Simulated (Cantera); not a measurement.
Transport properties of process gases

Gas mixture: 25.9 % H2O, 74.1 % NH3, at 1.30 bar, frozen composition.

Cantera's kinetic-theory transport with the Lennard-Jones parameters of GRI-Mech 3.0, ideal gas; thermal conductivity in the mixture-averaged form. Polar gases are described roughly by these parameters. The composition is frozen, though it would react at the higher temperatures.

```
T (K)  ρ (kg/m³)  cp (J/kg/K)  μ (µPa s)  λ (mW/m/K)     Pr  D (cm²/s) CO2  D (cm²/s) H2O  D (cm²/s) CH3
-----  ---------  -----------  ---------  ----------  -----  -------------  -------------  -------------
400        0.676         2170       13.9        42.3  0.715          0.220          0.273          0.309
550        0.491         2408       19.3        64.5  0.720          0.408          0.526          0.560
700        0.386         2638       24.5        89.4  0.724          0.643          0.854          0.868
850        0.318         2843       29.5         116  0.724          0.919           1.25           1.23
1000       0.270         3042       34.3         143  0.728           1.23           1.72           1.63
1150       0.235         3216       38.9         171  0.730           1.58           2.24           2.08
1300       0.208         3373       43.2         199  0.732           1.96           2.82           2.56
1450       0.186         3512       47.4         227  0.733           2.37           3.45           3.09
1600       0.169         3636       51.3         254  0.735           2.80           4.13           3.65
```
D: mixture-averaged diffusion coefficient of that species in the mixture.
